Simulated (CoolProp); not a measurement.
Model: reference Helmholtz-energy equation of state, Akasaka 2015, in CoolProp.

Task: For R245fa, give the phase and the cv (kJ/(kg K)), speed of sound (m/s) at 411.9 K and 0.101 MPa.

Result: 
- 411.9 K and 0.101 MPa: gas; cv 0.998, speed of sound 163
